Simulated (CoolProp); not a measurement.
Methane along the isotherm -13.35 °C: fugacity coefficient from the reference equation and from simpler models built on Tc = -82.6 °C, pc = 45.99 bar, ω = 0.011; each cubic takes its own stable root.

Values from CoolProp's reference Helmholtz-energy equation of state, Setzmann 1991.

| p (bar) | phase | reference |
|---|---|---|
| 0.364 | gas | 0.9990 |
| 0.747 | gas | 0.9979 |
| 1.53 | gas | 0.9957 |
| 3.15 | gas | 0.9913 |
| 6.47 | gas | 0.9821 |
| 13.3 | gas | 0.9635 |
| 27.3 | gas | 0.9263 |
| 56 | supercritical | 0.8542 |
| 115 | supercritical | 0.7273 |

### Question
How far does each simpler model (van der Waals, Soave-Redlich-Kwong) lie from the reference over these 9 states: mean and median of the absolute difference, and the worst?

### Answer
- van der Waals: mean 0.7 %, median 0.1 %, worst -3.9 % at -13.35 °C and 115 bar
- Soave-Redlich-Kwong: mean 0.1 %, median 0.0 %, worst +1.0 % at -13.35 °C and 115 bar
